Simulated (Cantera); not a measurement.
An adiabatic, constant-pressure homogeneous reactor starts with CO : H₂ : CH₄ : O₂ : N₂ = 1 : 0.055 : 0.044 : 1.43 : 5.38 (molar parts), equivalence ratio 0.43, at 1300 K and 23.0 bar. Integrator tolerance rtol = 1e-08.

Model: GRI-Mech 3.0 (53 species, 325 reactions), integrated in Cantera. The pressure lies above the range GRI-Mech 3.0 was tuned for (to about 10 atm).

Problem. What does this change do: initial temperature 1300 to 1250 K?

Solution. 
```tsv
quantity	before	after
time of steepest temperature rise	58.2 µs	0.103 ms
temperature at 9.00 s	2383 K	2343 K
equilibrium temperature	2383 K	2343 K
x(CO) at 9.00 s	0.00174 (gas-phase equilibrium 0.00174)	0.00138 (gas-phase equilibrium 0.00138)
x(H₂) at 9.00 s	3.94e-5 (gas-phase equilibrium 3.94e-5)	3.19e-5 (gas-phase equilibrium 3.19e-5)
x(CH₄) at 9.00 s	<1e-12 (gas-phase equilibrium <1e-12)	<1e-12 (gas-phase equilibrium <1e-12)
x(NO) at 9.00 s	0.0125 (gas-phase equilibrium 0.0125)	0.0116 (gas-phase equilibrium 0.0116)
x(CO₂) at 9.00 s	0.139 (gas-phase equilibrium 0.139)	0.140 (gas-phase equilibrium 0.140)
x(H₂O₂) at 9.00 s	1.55e-7 (gas-phase equilibrium 1.55e-7)	1.42e-7 (gas-phase equilibrium 1.42e-7)
x(HCO) at 9.00 s	1.32e-10 (gas-phase equilibrium 1.32e-10)	8.22e-11 (gas-phase equilibrium 8.22e-11)
```

Problem. What does this change do: constant volume in place of constant pressure?

Solution. 
| quantity | before | after |
|---|---|---|
| time of steepest temperature rise | 58.2 µs | 49.0 µs |
| temperature at 9.00 s | 2383 K | 2594 K |
| equilibrium temperature | 2383 K | 2594 K |
| x(CO) at 9.00 s | 0.00174 (gas-phase equilibrium 0.00174) | 0.00393 (gas-phase equilibrium 0.00393) |
| x(H₂) at 9.00 s | 3.94e-5 (gas-phase equilibrium 3.94e-5) | 7.95e-5 (gas-phase equilibrium 7.95e-5) |
| x(CH₄) at 9.00 s | <1e-12 (gas-phase equilibrium <1e-12) | <1e-12 (gas-phase equilibrium <1e-12) |
| x(NO) at 9.00 s | 0.0125 (gas-phase equilibrium 0.0125) | 0.0180 (gas-phase equilibrium 0.0180) |
| x(CO₂) at 9.00 s | 0.139 (gas-phase equilibrium 0.139) | 0.137 (gas-phase equilibrium 0.137) |
| x(H₂O₂) at 9.00 s | 1.55e-7 (gas-phase equilibrium 1.55e-7) | 3.20e-7 (gas-phase equilibrium 3.20e-7) |
| x(HCO) at 9.00 s | 1.32e-10 (gas-phase equilibrium 1.32e-10) | 1.08e-9 (gas-phase equilibrium 1.08e-9) |
